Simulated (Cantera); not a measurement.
A closed system holds: 1 mol C2H6, 0.54 mol O2, 38 mol H2, at 2573 K and 825 Torr.

Method: chemical equilibrium by Gibbs-energy minimisation in Cantera with the NASA 1993 tables (ideal gas, pure condensed phases). Candidate condensed phases: C, C6H6, C7H8, C8H18, H2O; 110 gas species. Equilibrium is a limit: real reactors are often held back by kinetics, nucleation or transport.

Base state: H2 0.932, H 0.0316, CO 0.0253, C2H2 (acetylene) 0.0105, CH4 0.000113, CH3 6.75e-5, C4H2 4.91e-5, C2H 2.98e-5 (mole fractions); condensed: gas only.

What changes in the equilibrium state with this change: temperature from 2573 K to 2900 K?


```json
[
 {"species": "H2", "before": "0.932", "after": "0.863"},
 {"species": "H", "before": "0.0316", "after": "0.102"},
 {"species": "CO", "before": "0.0253", "after": "0.0244"},
 {"species": "C2H2 (acetylene)", "before": "0.0105", "after": "0.00998"},
 {"species": "C3", "before": "9.26e-7", "after": "1.18e-5"},
 {"species": "C2H", "before": "2.98e-5", "after": "0.000174"},
 {"species": "CH2", "before": "4.84e-6", "after": "1.85e-5"},
 {"species": "CH4", "before": "0.000113", "after": "3.58e-5"},
 {"species": "C2H2 (vinylidene)", "before": "1.04e-5", "after": "2.48e-5"}
]
```
